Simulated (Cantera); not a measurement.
Thermodynamics of carbon deposition, reforming and gasification, feed C2H5OH + H2 + N2 + CO2

Charge: 1 mol C2H5OH, 6.5 mol H2, 0.17 mol N2, 0.082 mol CO2, at 95.0 Pa.

Method: chemical equilibrium by Gibbs-energy minimisation in Cantera with the NASA 1993 tables (ideal gas, pure condensed phases). Candidate condensed phases: C, C6H6, C7H8, C8H18, H2O; 136 gas species. Rates play no part.

From 948 K to 1998 K the condensed part is C(graphite). The main C-bearing gas is CO throughout.

```json
[
 {"T (K)": "948", "log p H2": "-3.08", "log p CO": "-3.99", "log p H": "-10.82", "log p N2": "-4.83", "log p HCN": "-9.62", "log p C2H2 (acetylene)": "-12.67", "log p CH4": "-6.92", "log p HNC": "-12.62", "n C(graphite)": "0.918"},
 {"T (K)": "1098", "log p H2": "-3.08", "log p CO": "-3.99", "log p H": "-9.15", "log p N2": "-4.83", "log p HCN": "-8.62", "log p C2H2 (acetylene)": "-10.97", "log p CH4": "-7.60", "log p HNC": "-11.16", "n C(graphite)": "0.918"},
 {"T (K)": "1248", "log p H2": "-3.08", "log p CO": "-3.99", "log p H": "-7.87", "log p N2": "-4.83", "log p HCN": "-7.86", "log p C2H2 (acetylene)": "-9.69", "log p CH4": "-8.11", "log p HNC": "-10.06", "n C(graphite)": "0.918"},
 {"T (K)": "1398", "log p H2": "-3.08", "log p CO": "-3.99", "log p H": "-6.86", "log p N2": "-4.83", "log p HCN": "-7.26", "log p C2H2 (acetylene)": "-8.69", "log p CH4": "-8.52", "log p HNC": "-9.19", "n C(graphite)": "0.917"},
 {"T (K)": "1548", "log p H2": "-3.08", "log p CO": "-3.99", "log p H": "-6.05", "log p N2": "-4.83", "log p HCN": "-6.79", "log p C2H2 (acetylene)": "-7.88", "log p CH4": "-8.85", "log p HNC": "-8.50", "n C(graphite)": "0.916"},
 {"T (K)": "1698", "log p H2": "-3.08", "log p CO": "-3.99", "log p H": "-5.38", "log p N2": "-4.83", "log p HCN": "-6.40", "log p C2H2 (acetylene)": "-7.22", "log p CH4": "-9.12", "log p HNC": "-7.92", "n C(graphite)": "0.912"},
 {"T (K)": "1848", "log p H2": "-3.09", "log p CO": "-3.99", "log p H": "-4.82", "log p N2": "-4.84", "log p HCN": "-6.08", "log p C2H2 (acetylene)": "-6.68", "log p CH4": "-9.36", "log p HNC": "-7.45", "n C(graphite)": "0.903"},
 {"T (K)": "1998", "log p H2": "-3.10", "log p CO": "-4.00", "log p H": "-4.35", "log p N2": "-4.86", "log p HCN": "-5.82", "log p C2H2 (acetylene)": "-6.22", "log p CH4": "-9.58", "log p HNC": "-7.06", "n C(graphite)": "0.885"}
]
```
log p: log10 of the partial pressure in bar; n: condensed amount in mol.
